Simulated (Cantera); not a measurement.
**Equilibrium for boron, boron nitride and boron oxide: BF₃ + NH₃ + N₂**

Input: 1 mol BF₃, 0.3 mol NH₃, 1.3 mol N₂, equilibrated at 1348.15 K and 39.0 Pa.

Method: chemical equilibrium by Gibbs-energy minimisation in Cantera with the NASA 1993 tables (ideal gas, pure condensed phases). Candidate condensed phases: B, BN; 31 gas species. The tables' values for BF₂ are old estimates; treat these amounts as uncertain. Rates play no part.

* **x(N₂)**: 0.497
* **x(BF₃)**: 0.336
* **x(H₂)**: 0.145
* **x(HF)**: 0.0198
* **x(BF₂)**: 0.00153
* **x(BHF₂)**: 0.000624
* **x(H)**: 4.47e-5
* **x(BF)**: 3.59e-5
* **n(BN(s))**: 0.0170 mol
* **gas amount**: 2.902 mol
* **log10 activity of B(s) (absent)**: -3.26
